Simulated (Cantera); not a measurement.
What does this Cantera script print?

```python
import numpy as np
import cantera as ct

gas_names = [...]  # 151 gases of nasa_gas.yaml made of C, H, N, O, Si
cond_names = """
    C(gr) C6H6(L) C7H8(L) C8H18(L),n-octa H2O(s) H2O(L) Si(cr) Si(L) SiC(b) SiO2(Lqz) SiO2(hqz) SiO2(L)
    Si2N2O(s) Si3N4(a)
""".split()


# ... load() reads the species with a 1 bar reference pressure and builds the phases ...
atoms = {
    'TEOS': {'Si': 1, 'C': 8, 'H': 20, 'O': 4},
    'N2O': {'N': 2, 'O': 1},
    'H2': {'H': 2},
}
top_T = {'C(gr)': 4500, 'SiC(b)': 3050, 'Si2N2O(s)': 2100, 'Si3N4(a)': 2400}  # K; cautious upper limits of use, not melting points


# ... equilibrate(T, P, feed) seeds the gas with the atoms and calls Mixture.equilibrate('TP', solver="vcs", rtol=1e-11, max_steps=5000) ...
results = []
feed = {'TEOS': 1, 'N2O': 0.39, 'H2': 4.8}  # mol
T = 850  # K
for P in [5, 36, 260, 1900, 14000, 100000]:
    mix = equilibrate(T, P, feed)
    results.append((T, P, feed, dict(zip(mix.species_names, mix.species_moles))))
    x = sorted(zip(gas.X, gas.species_names), reverse=True)
    print(f"T = {T:g} K  P = {P:g} Pa  gas = {mix.phase_moles(0):.4g} mol")
    print("   x: " + "  ".join(f"{s} {v:.3e}" for v, s in x if v > 1e-05))
    print("   condensed (mol): " + ("  ".join(f"{mix.phase(i).name} {mix.phase_moles(i):.4g}"
          for i in range(1, mix.n_phases) if mix.phase_moles(i) > 1e-12) or "none"))
```

Output:

```
T = 850 K  P = 5 Pa  gas = 17.58 mol
   x: H2 8.419e-01  CO 1.359e-01  N2 2.219e-02  H2O 4.035e-05  CH4 2.205e-05  CO2 1.989e-05
   condensed (mol): C(gr) 5.611  SiO2(hqz) 1
T = 850 K  P = 36 Pa  gas = 17.57 mol
   x: H2 8.418e-01  CO 1.355e-01  N2 2.220e-02  H2O 2.896e-04  CH4 1.587e-04  CO2 1.423e-04
   condensed (mol): C(gr) 5.615  SiO2(hqz) 1
T = 850 K  P = 260 Pa  gas = 17.51 mol
   x: H2 8.410e-01  CO 1.325e-01  N2 2.228e-02  H2O 2.044e-03  CH4 1.144e-03  CO2 9.834e-04
   condensed (mol): C(gr) 5.643  SiO2(hqz) 1
T = 850 K  P = 1900 Pa  gas = 17.12 mol
   x: H2 8.349e-01  CO 1.157e-01  N2 2.277e-02  H2O 1.294e-02  CH4 8.240e-03  CO2 5.477e-03
   condensed (mol): C(gr) 5.784  SiO2(hqz) 1
T = 850 K  P = 14000 Pa  gas = 15.67 mol
   x: H2 7.837e-01  CO 6.954e-02  H2O 5.382e-02  CH4 5.349e-02  N2 2.487e-02  CO2 1.458e-02  NH3 2.843e-05
   condensed (mol): C(gr) 5.844  SiO2(hqz) 1
T = 850 K  P = 100000 Pa  gas = 12.99 mol
   x: H2 5.884e-01  CH4 2.154e-01  H2O 1.195e-01  N2 2.994e-02  CO 2.878e-02  CO2 1.784e-02  NH3 1.450e-04
   condensed (mol): C(gr) 4.595  SiO2(hqz) 1
```

Cantera equilibrium calculation (NASA polynomials, part measured and part estimated; ideal gas, pure solids and liquids). The feed counts by its element totals alone.
